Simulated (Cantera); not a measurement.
Feed: 1 mol PbO, 6.4 mol CO, 13 mol H2, held at 7.50 Torr.

These are equilibrium values from Cantera (NASA tables, ideal gas, pure condensed phases), not measurements of a reactor. Candidate condensed phases: C, C6H6, C7H8, C8H18, H2O, Pb, PbO, PbO2, Pb3O4; 113 gas species. Kinetics and transport are ignored.

log p: log10 of the partial pressure in bar; n: condensed amount in mol.

| T (°C) | log p H2 | log p CO | log p CO2 | log p H2O | log p Pb | log p CH4 | n C(graphite) | n Pb(l) |
|---|---|---|---|---|---|---|---|---|
| 450 | -2.19 | -3.05 | -2.90 | -2.93 | -8.51 | -3.65 | 2.57 | 1.000 |
| 525 | -2.18 | [?] | [?] | [?] | [?] | [?] | [?] | 1.000 |
| 600 | -2.19 | -2.52 | -3.54 | -3.63 | -6.20 | -5.18 | 0 | 0.999 |
| 675 | -2.19 | -2.51 | -3.62 | -3.56 | -5.32 | -6.31 | 0 | 0.991 |
| 750 | -2.20 | -2.51 | -3.70 | -3.50 | -4.57 | -7.28 | 0 | 0.948 |
| 825 | -2.20 | -2.51 | -3.78 | -3.47 | -3.93 | -8.12 | 0 | 0.771 |
| 900 | -2.22 | -2.52 | -3.86 | -3.45 | -3.37 | -8.88 | 0 | 0.146 |
| 975 | -2.22 | -2.52 | -3.92 | -3.43 | -3.31 | -9.52 | 0 | 0 |
| 1050 | -2.22 | -2.52 | -3.98 | -3.41 | -3.31 | -10.07 | 0 | 0 |
| 1125 | -2.22 | -2.52 | -4.03 | -3.40 | -3.31 | [?] | 0 | 0 |
| 1200 | -2.22 | -2.52 | -4.08 | -3.39 | -3.31 | -11.01 | 0 | 0 |
| 1275 | -2.22 | -2.51 | -4.12 | -3.38 | -3.31 | -11.40 | 0 | 0 |
| 1350 | -2.23 | -2.51 | -4.16 | -3.38 | -3.31 | -11.76 | 0 | 0 |

Complete the blanks.


- 525, log p CO: -2.62
- 525, log p CO2: -3.22
- 525, log p H2O: -3.41
- 525, log p Pb: -7.24
- 525, log p CH4: -4.23
- 525, n C(graphite): 0.729
- 1125, log p CH4: -10.57
